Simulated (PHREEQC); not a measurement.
A made-up water analysis in mg/kgw, 25 °C, pH 6.45, pe -1.3: Na 226; K 445; Ca 207; Mg 0.636; Cl 395; S(6) as SO4 75.8; Alkalinity as HCO3 1210; F 5.7; N(-3) as NH4 0.186; Mn(2) 3.03; Si as SiO2 8.44.

Valence states are taken as typed.

Model: ion-association model, phreeqc.dat, run in PHREEQC.

No solid was allowed to form.

**Question.** Order these Mn species by the share of Mn that they hold, largest first: MnSO4, MnHCO3+, MnCO3, MnCl+, Mn+2.

**Answer.** Mn+2 (49 %), MnHCO3+ (44 %), MnCO3 (4.3 %), MnSO4 (1.4 %), MnCl+ (1.2 %)

**Question.** Order these C species by the share of C that they hold, largest first: CaHCO3+, CO2, HCO3-, NaHCO3.

**Answer.** HCO3- (59 %), CO2 (39 %), CaHCO3+ (1.7 %), NaHCO3 (0.23 %)

The pH is 6.45 and the ionic strength 0.0365 mol/kgw. Saturation is exceeded, for instance for Fluorite, Rhodochrosite; the values hold only as long as no solid forms. Species that the database lacks are ignored. SiF6-2 is the database's only silicon fluoride.
